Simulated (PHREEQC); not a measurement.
Make-up at 25 °C: 0.11 mol HCl, 8.6e-05 mol CuSO4 and 0.073 mol MnSO4 per kg of water. Closed to the air; pH follows from the charge balance.

Model: ion-association model, phreeqc.dat, run in PHREEQC.

No solid was allowed to form.

Predict the pH, ionic strength, density.

pH 1.25; ionic strength 0.254 mol/kgw; density 1.009 g/cm³.

In which forms is Mn present?

Mn+2 72 %, MnSO4 19 %, MnCl+ 8.9 % of the Mn.
